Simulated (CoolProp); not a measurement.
Carbonyl sulfide along the isotherm 577.9 K: fugacity coefficient from the reference equation and from simpler models built on Tc = 378.8 K, pc = 6.369 MPa, ω = 0.098; each cubic takes its own stable root.

Values from CoolProp's reference Helmholtz-energy equation of state, Lemmon 2006. It is a short technical equation, of lower accuracy than the large ones.

| p (MPa) | phase | reference | Redlich-Kwong | Soave-Redlich-Kwong |
|---|---|---|---|---|
| 2.65 | gas | 0.9665 | (withheld) | 0.9692 |
| 5.31 | gas | (withheld) | (withheld) | 0.9403 |
| 7.96 | supercritical | 0.9044 | 0.8947 | 0.9135 |
| 10.6 | supercritical | 0.8763 | 0.8644 | 0.8889 |
| 13.3 | supercritical | 0.8496 | 0.8359 | 0.8662 |
| 15.9 | supercritical | 0.8260 | 0.8112 | 0.8465 |
| 18.6 | supercritical | 0.8037 | 0.7883 | 0.8284 |
| 21.2 | supercritical | 0.7846 | 0.7690 | 0.8133 |
| 23.9 | supercritical | (withheld) | 0.7517 | 0.7999 |
| 26.5 | supercritical | 0.7523 | 0.7374 | 0.7890 |
| 29.2 | supercritical | (withheld) | 0.7250 | 0.7797 |
| 31.8 | supercritical | 0.7287 | 0.7151 | 0.7725 |

Task: Complete the blanks.

Result: 
- 2.65, Redlich-Kwong: 0.9628
- 5.31, reference: 0.9345
- 5.31, Redlich-Kwong: 0.9276
- 23.9, reference: 0.7670
- 29.2, reference: 0.7393
